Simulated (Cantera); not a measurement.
Input: 1 mol Si, 0.8 mol H₂, at 10000 Pa.

Equilibrium computed with Cantera from the NASA thermochemical tables; the gas is ideal and each condensed phase is pure. Candidate condensed phases: Si; 9 gas species. Gases not in the tables: Si₂H₆ and higher silanes. Equilibrium is a limit: real reactors are often held back by kinetics, nucleation or transport.

x: gas mole fraction; n: condensed amount in mol.

| T (K) | x H₂ | x H | x SiH₂ | x Si | x SiH | n Si(s) | n Si(l) |
|---|---|---|---|---|---|---|---|
| 1248 | 1.000 | 1.48e-6 | 3.02e-8 | 7.76e-11 | ? | 1.00 | 0 |
| 1298 | 1.000 | 3.39e-6 | 7.39e-8 | 4.06e-10 | ? | 1.00 | 0 |
| 1348 | 1.000 | 7.32e-6 | 1.69e-7 | 1.88e-9 | ? | 1.00 | 0 |
| 1398 | 1.000 | 1.50e-5 | 3.66e-7 | 7.79e-9 | ? | 1.00 | 0 |
| 1448 | 1.000 | 2.91e-5 | 7.48e-7 | 2.92e-8 | ? | 1.000 | 0 |
| 1498 | 1.000 | 5.43e-5 | 1.46e-6 | 1.00e-7 | ? | 1.000 | 0 |
| 1548 | 1.000 | 9.74e-5 | 2.73e-6 | 3.18e-7 | ? | 1.000 | 0 |
| 1598 | 1.000 | 0.000168 | 4.89e-6 | 9.35e-7 | ? | 1.000 | 0 |
| 1648 | 1.000 | 0.000282 | 8.47e-6 | 2.58e-6 | ? | 1.000 | 0 |
| 1698 | 1.000 | 0.000457 | 1.40e-5 | 6.57e-6 | ? | 0 | 1.000 |

Some entries are withheld; supply them.


- 1248, x SiH: 2.74e-10
- 1298, x SiH: 1.08e-9
- 1348, x SiH: 3.83e-9
- 1398, x SiH: 1.24e-8
- 1448, x SiH: 3.71e-8
- 1498, x SiH: 1.03e-7
- 1548, x SiH: 2.66e-7
- 1598, x SiH: 6.49e-7
- 1648, x SiH: 1.50e-6
- 1698, x SiH: 3.23e-6
